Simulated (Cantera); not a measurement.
An isothermal, constant-pressure homogeneous reactor starts with CH₄ : H₂ : N₂ = 0.012 : 1 : 0.00061 (molar parts), at 1775 K and 2670 Pa. Integrator tolerance rtol = 1e-08.

Cantera simulation using GRI-Mech 3.0 (53 species, 325 reactions); the numbers are that mechanism's predictions, not measurements. GRI-Mech 3.0 stops at C3 and has no aromatics, soot or wall deposition, so with more carbon than oxygen in the feed, carbon stays in small species such as C2H2 where larger ones or solid carbon would form. Radical loss at walls, strong at low pressure, is not modelled.

Task: What does this change do: H2 1 to 1.3 parts?

Result: 
```csv
quantity,before,after
x(CH₄) at 10.0 s,0.000405 (gas-phase equilibrium 0.000135),0.000399 (gas-phase equilibrium 0.000119)
x(H₂) at 10.0 s,0.992 (gas-phase equilibrium 0.992),0.993 (gas-phase equilibrium 0.993)
x(C₂H₂) at 10.0 s,0.00564 (gas-phase equilibrium 0.00543),0.00432 (gas-phase equilibrium 0.00419)
x(C₂H₆) at 10.0 s,9.56e-10 (gas-phase equilibrium 1.55e-10),9.11e-10 (gas-phase equilibrium 1.20e-10)
x(HCN) at 10.0 s,6.94e-9 (gas-phase equilibrium 0.000699),4.93e-9 (gas-phase equilibrium 0.000541)
```

Task: What does this change do: temperature 1775 to 2525 K?

Result: 
```
quantity                                              before                                      after
-----------------  -----------------------------------------  -----------------------------------------
x(CH₄) at 10.0 s   0.000405 (gas-phase equilibrium 0.000135)    1.91e-6 (gas-phase equilibrium 1.88e-6)
x(H₂) at 10.0 s          0.992 (gas-phase equilibrium 0.992)        0.836 (gas-phase equilibrium 0.836)
x(C₂H₂) at 10.0 s    0.00564 (gas-phase equilibrium 0.00543)    0.00525 (gas-phase equilibrium 0.00493)
x(C₂H₆) at 10.0 s  9.56e-10 (gas-phase equilibrium 1.55e-10)      <1e-12 (gas-phase equilibrium <1e-12)
x(HCN) at 10.0 s    6.94e-9 (gas-phase equilibrium 0.000699)  0.000117 (gas-phase equilibrium 0.000759)
```
